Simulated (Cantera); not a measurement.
Cantera run:

```python
import numpy as np
import cantera as ct

gas_names = """
    C CH CH2 CH3 CH2OH CH3O CH4 CH3OH CO CO2 COOH C2 C2H CHCO,ketyl C2H2,acetylene C2H2,vinylidene
    CH2CO,ketene C2H3,vinyl CH3CO,acetyl C2H4 C2H4O,ethylen CH3CHO,ethanal CH3COOH (HCOOH)2 C2H5 C2H6
    CH3OCH3 C2H5OH C2O C3 C3H3,propargyl C3H4,allene C3H4,propyne C3H4,cyclo- C3H5,allyl C3H6,propylene
    C3H6,cyclo- C3H6O C3H7,n-propyl C3H7,i-propyl C3H8 C3H8O,1propanol C3H8O,2propanol C3O2 C4 C4H2
    C4H4,1,3-cyclo- C4H6,butadiene C4H6,2-butyne C4H6,cyclo- C4H8,1-butene C4H8,cis2-buten
    C4H8,tr2-butene C4H8,isobutene C4H8,cyclo- (CH3COOH)2 C4H9,n-butyl C4H9,i-butyl C4H9,s-butyl
    C4H9,t-butyl C4H10,isobutane C4H10,n-butane C5 C5H6,1,3cyclo- C5H8,cyclo- C5H10,1-pentene
    C5H10,cyclo- C5H11,pentyl C5H11,t-pentyl C5H12,n-pentane C5H12,i-pentane CH3C(CH3)2CH3 C6H2
    C6H5,phenyl C6H5O,phenoxy C6H6 C6H5OH,phenol C6H10,cyclo- C6H12,1-hexene C6H12,cyclo- C6H13,n-hexyl
    C7H7,benzyl C7H8 C7H8O,cresol C7H14,1-heptene C7H15,n-heptyl C7H16,n-heptane C8H8,styrene
    C8H10,ethylbenz C8H16,1-octene C8H17,n-octyl C8H18,isooctane C8H18,n-octane C9H19,n-nonyl
    C10H8,naphthale C10H21,n-decyl C12H9,o-bipheny C12H10,bipheny Ca CaO CaOH CaO2H2 Ca2 H HCO HO2 H2
    HCHO,formaldehy HCOOH H2O H2O2 O OH O2 O3
""".split()
cond_names = """
    C(gr) C6H6(L) C7H8(L) C8H18(L),n-octa Ca(a) Ca(b) Ca(L) CaCO3(caL) CaO(s) CaO(L) CaO2H2(s) H2O(s)
    H2O(L)
""".split()


def load(file, names, dense=False):
    # The tables refer to 1 bar. Condensed volumes are neglected.
    table = {s.name: s for s in ct.Species.list_from_file(file)}
    out = []
    for n in names:
        d = dict(table[n].input_data)
        d["thermo"] = dict(d["thermo"], **{"reference-pressure": 1e5})
        if dense:
            d["equation-of-state"] = {"model": "constant-volume", "density": "1e6 g/cm^3"}
        out.append(ct.Species.from_dict(d))
    return out


gas = ct.Solution(thermo="ideal-gas", species=load("nasa_gas.yaml", gas_names))
cond = {s.name: ct.Solution(thermo="fixed-stoichiometry", species=[s], name=s.name)
        for s in load("nasa_condensed.yaml", cond_names, dense=True)}
atoms = {
    'CaCO3': {'Ca': 1, 'C': 1, 'O': 3},
    'H2': {'H': 2},
    'CO2': {'C': 1, 'O': 2},
}
top_T = {'C(gr)': 4500}  # K; cautious upper limits of use, not melting points


def equilibrate(T, P, feed):
    n = {}
    for name, mol in feed.items():
        for a, k in atoms[name].items():
            n[a] = n.get(a, 0.0) + k * mol
    gas.TPX = T, P, n
    mass = sum(n.values()) * gas.mean_molecular_weight
    gas.equilibrate("TP")
    valid = [c for c in cond.values() if c.min_temp <= T <= top_T.get(c.name, c.max_temp)]
    mix = ct.Mixture([(gas, mass / gas.mean_molecular_weight)] + [(c, 0.0) for c in valid])
    mix.T, mix.P = T, P
    mix.equilibrate("TP", solver="vcs", rtol=1e-11, max_steps=5000)
    return mix


results = []
T = 650  # K
P = 1000  # Pa
for m in [0.1, 0.16, 0.24, 0.37, 0.56, 0.85, 1.3, 2, 3, 4.6]:
    feed = {'CaCO3': 1, 'H2': 0.034, 'CO2': m}  # mol
    mix = equilibrate(T, P, feed)
    results.append((T, P, feed, dict(zip(mix.species_names, mix.species_moles))))
    x = sorted(zip(gas.X, gas.species_names), reverse=True)
    print(f"T = {T:g} K  P = {P:g} Pa  n(CO2) = {m:g} mol  gas = {mix.phase_moles(0):.4g} mol")
    print("   x: " + "  ".join(f"{s} {v:.3e}" for v, s in x if v > 1e-05))
    print("   condensed (mol): " + ("  ".join(f"{mix.phase(i).name} {mix.phase_moles(i):.4g}"
          for i in range(1, mix.n_phases) if mix.phase_moles(i) > 1e-12) or "none"))
```

Output:

```
T = 650 K  P = 1000 Pa  n(CO2) = 0.1 mol  gas = 0.1276 mol
   x: CO2 6.959e-01  H2O 1.333e-01  H2 1.249e-01  CO 4.183e-02  CH4 4.059e-03
   condensed (mol): C(gr) 0.005321  CaCO3(caL) 1
T = 650 K  P = 1000 Pa  n(CO2) = 0.16 mol  gas = 0.189 mol
   x: CO2 7.777e-01  H2O 9.348e-02  H2 8.284e-02  CO 4.423e-02  CH4 1.785e-03
   condensed (mol): C(gr) 0.004317  CaCO3(caL) 1
T = 650 K  P = 1000 Pa  n(CO2) = 0.24 mol  gas = 0.2709 mol
   x: CO2 8.297e-01  H2O 6.663e-02  H2 5.717e-02  CO 4.568e-02  CH4 8.501e-04
   condensed (mol): C(gr) 0.002607  CaCO3(caL) 1
T = 650 K  P = 1000 Pa  n(CO2) = 0.37 mol  gas = 0.4037 mol
   x: CO2 8.707e-01  H2O 4.609e-02  CO 4.540e-02  H2 3.744e-02  CH4 3.433e-04
   condensed (mol): CaCO3(caL) 1
T = 650 K  P = 1000 Pa  n(CO2) = 0.56 mol  gas = 0.5939 mol
   x: CO2 9.074e-01  H2O 3.552e-02  CO 3.539e-02  H2 2.159e-02  CH4 6.654e-05
   condensed (mol): CaCO3(caL) 1
T = 650 K  P = 1000 Pa  n(CO2) = 0.85 mol  gas = 0.884 mol
   x: CO2 9.349e-01  H2O 2.663e-02  CO 2.661e-02  H2 1.181e-02  CH4 1.093e-05
   condensed (mol): CaCO3(caL) 1
T = 650 K  P = 1000 Pa  n(CO2) = 1.3 mol  gas = 1.334 mol
   x: CO2 9.552e-01  H2O 1.937e-02  CO 1.936e-02  H2 6.118e-03
   condensed (mol): CaCO3(caL) 1
T = 650 K  P = 1000 Pa  n(CO2) = 2 mol  gas = 2.034 mol
   x: CO2 9.696e-01  H2O 1.370e-02  CO 1.370e-02  H2 3.016e-03
   condensed (mol): CaCO3(caL) 1
T = 650 K  P = 1000 Pa  n(CO2) = 3 mol  gas = 3.034 mol
   x: CO2 9.791e-01  H2O 9.707e-03  CO 9.707e-03  H2 1.500e-03
   condensed (mol): CaCO3(caL) 1
T = 650 K  P = 1000 Pa  n(CO2) = 4.6 mol  gas = 4.634 mol
   x: CO2 9.860e-01  H2O 6.640e-03  CO 6.640e-03  H2 6.969e-04
   condensed (mol): CaCO3(caL) 1
```

These are equilibrium values from Cantera (NASA tables, ideal gas, pure condensed phases), not measurements of a reactor.
